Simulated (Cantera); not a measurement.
**Equilibrium for silicon nitride deposition: trisilylamine + N2**

Input: 1 mol trisilylamine, 4.9 mol N2, held at 1398 K and 1.00 bar.

These are equilibrium values from Cantera (NASA tables, ideal gas, pure condensed phases), not measurements of a reactor. Candidate condensed phases: Si, Si3N4; 18 gas species. The feed counts by its element totals alone. Rates play no part.

| Quantity | Value |
|---|---|
| x(H2) | 0.570 |
| x(N2) | 0.430 |
| x(NH3) | 2.43e-5 |
| x(H) | 3.57e-6 |
| n(Si3N4(s)) | 1.00 mol |
| gas amount | 7.900 mol |
| log10 activity of Si(s) (absent) | -3.26 |
